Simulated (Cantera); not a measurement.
Input: 1 mol CH3SiH3, 0.04 mol HCl, 870 mol H2, held at 1.50 mbar.

Method: chemical equilibrium by Gibbs-energy minimisation in Cantera with the NASA 1993 tables (ideal gas, pure condensed phases). Candidate condensed phases: C, C6H6, C7H8, C8H18, Si, SiC; 109 gas species. The feed counts by its element totals alone. Rates play no part.

Which condensed phases are stable at each of these points (T (K)): 1700, 1775, 1850, 1925, 2000, 2075, 2150?


| T (K) | condensed phases | Si condensed (%) |
|---|---|---|
| 1700 | SiC(s) | 98.2 |
| 1775 | SiC(s) | 93.9 |
| 1850 | SiC(s) | 80.8 |
| 1925 | SiC(s) | 43.7 |
| 2000 | gas only | 0.0 |
| 2075 | gas only | 0.0 |
| 2150 | gas only | 0.0 |

From 1700 K to 1925 K the condensed part is SiC(s). From 2000 K to 2150 K nothing is condensed.
